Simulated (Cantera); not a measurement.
A Cantera script and its output.

```python
import numpy as np
import cantera as ct

gas = ct.Solution("gri30.yaml")
gas.TPX = 1350, 101325, {'N2O': 1}
inlet = ct.Reservoir(gas, clone=True)

reactor = ct.IdealGasConstPressureReactor(gas, energy="off", clone=False)
exhaust = ct.Reservoir(gas, clone=True)
tau = [1.6, 0.55, 0.18, 0.06, 0.02, 0.0067, 0.0022][0]
for a, b in ((inlet, reactor), (reactor, exhaust)):
    ct.MassFlowController(a, b, mdot=lambda t: reactor.mass / tau)
net = ct.ReactorNet([reactor])
show = ['N2O', 'O', 'NO2', 'NO', 'O2']

rows = []
print(f"{'tau/s':>10s}{'T/K':>9s}" + "".join(f"{s:>11s}" for s in show))
for tau in [1.6, 0.55, 0.18, 0.06, 0.02, 0.0067, 0.0022]:
    net.initial_time = 0.0
    net.advance(30 * tau)
    before = gas.X
    net.advance(40 * tau)
    drift = np.max(np.abs(gas.X - before) / (gas.X + 1e-9))
    rows.append([gas.T, *gas[show].X, drift])
    print(f"{tau:10.3e}{gas.T:9.1f}" + "".join(f"{x:11.3e}" for x in gas[show].X))
```

Output:

```
     tau/s      T/K        N2O          O        NO2         NO         O2
 1.600e+00   1350.0  7.653e-02  4.960e-06  4.933e-04  5.633e-02  2.792e-01
 5.500e-01   1350.0  1.769e-01  7.221e-06  5.636e-04  6.518e-02  2.413e-01
 1.800e-01   1350.0  3.691e-01  9.758e-06  5.125e-04  6.018e-02  1.798e-01
 6.000e-02   1350.0  6.180e-01  1.174e-05  3.350e-04  4.041e-02  1.068e-01
 2.000e-02   1350.0  8.230e-01  1.285e-05  1.529e-04  1.965e-02  4.904e-02
 6.700e-03   1350.0  9.317e-01  1.331e-05  5.131e-05  7.729e-03  1.886e-02
 2.200e-03   1350.0  9.764e-01  1.347e-05  1.234e-05  2.696e-03  6.516e-03
```

Cantera simulation using GRI-Mech 3.0 (53 species, 325 reactions); the numbers are that mechanism's predictions, not measurements. GRI-Mech 3.0 was tuned for natural gas; its chemistry of N2O as a main component is partial and can be far from experiment. The mechanism lacks the step 2 NO + O2 → 2 NO2, which can matter for NO2 below about 1400 K. The temperature is held fixed by assumption; the heat of reaction is taken as removed at once.
